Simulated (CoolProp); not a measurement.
Toluene along the isobar 52.1 bar: density (kg/m³) from the reference equation and from simpler models built on Tc = 318.6 °C, pc = 41.26 bar, ω = 0.266; each cubic takes its own stable root.

Computed with CoolProp (reference Helmholtz-energy equation of state, Lemmon 2006). It is a short technical equation, of lower accuracy than the large ones.

| T (°C) | phase | reference | Redlich-Kwong | Soave-Redlich-Kwong | Peng-Robinson |
|---|---|---|---|---|---|
| 87.25 | liquid | 808.6 | 706.7 | 727.1 | 819.3 |
| 109.65 | liquid | 787.0 | 686.6 | 708.4 | 799.0 |
| 132.05 | liquid | 764.7 | 665.2 | 688.2 | 776.8 |
| 154.35 | liquid | 741.6 | 642.4 | 666.1 | 752.5 |
| 176.75 | liquid | 717.1 | 617.7 | 641.8 | 725.4 |
| 199.15 | liquid | 691.0 | 591.1 | 615.0 | 695.2 |
| 221.55 | liquid | 662.7 | 561.9 | 584.9 | 661.1 |
| 243.85 | liquid | 631.5 | 529.6 | 550.9 | 622.1 |
| 266.25 | liquid | 595.5 | 492.8 | 511.2 | 576.1 |
| 288.65 | liquid | 552.0 | 449.5 | 463.0 | 519.6 |
